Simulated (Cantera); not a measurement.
Si + N2O + H2 (thermal oxidation and active oxidation of silicon)

Charge: 1 mol Si, 0.043 mol N2O, 210 mol H2, at 1.40 bar.

These are equilibrium values from Cantera (NASA tables, ideal gas, pure condensed phases), not measurements of a reactor. Candidate condensed phases: H2O, Si, SiO2, Si2N2O, Si3N4; 35 gas species. Mutual solubility and eutectic melting of coexisting phases are not modelled. Gases not in the tables: Si2H6 and higher silanes. The numbers say what is thermodynamically allowed, not how fast it happens.

From 1223 K to 1673 K the condensed part is Si(s) + Si2N2O(s). From 1748 K to 2048 K the condensed part is Si(l). The main Si-bearing gas is SiH4 at 1223 K and SiO at 2048 K.

| T (K) | x H2 | x H | x SiO | x N2 | n Si(s) | n Si2N2O(s) | n Si(l) |
|---|---|---|---|---|---|---|---|
| 1223 | 1.000 | 2.54e-7 | 4.98e-9 | 1.27e-9 | 0.914 | 0.0430 | 0 |
| 1298 | 1.000 | 9.06e-7 | 3.26e-8 | 2.15e-8 | 0.914 | 0.0430 | 0 |
| 1373 | 1.000 | 2.81e-6 | 2.27e-7 | 2.03e-7 | 0.914 | 0.0430 | 0 |
| 1448 | 1.000 | 7.79e-6 | 1.42e-6 | 1.38e-6 | 0.914 | 0.0427 | 0 |
| 1523 | 1.000 | 1.95e-5 | 7.56e-6 | 7.50e-6 | 0.915 | 0.0414 | 0 |
| 1598 | 1.000 | 4.50e-5 | 3.45e-5 | 3.45e-5 | 0.920 | 0.0357 | 0 |
| 1673 | 1.000 | 9.62e-5 | 0.000137 | 0.000137 | 0.940 | 0.0141 | 0 |
| 1748 | 0.999 | 0.000193 | 0.000204 | 0.000204 | 0 | 0 | 0.952 |
| 1823 | 0.999 | 0.000366 | 0.000204 | 0.000204 | 0 | 0 | 0.948 |
| 1898 | 0.999 | 0.000660 | 0.000204 | 0.000204 | 0 | 0 | 0.941 |
| 1973 | 0.998 | 0.00114 | 0.000204 | 0.000204 | 0 | 0 | 0.929 |
| 2048 | 0.997 | 0.00189 | 0.000204 | 0.000204 | 0 | 0 | 0.908 |
x: gas mole fraction; n: condensed amount in mol.
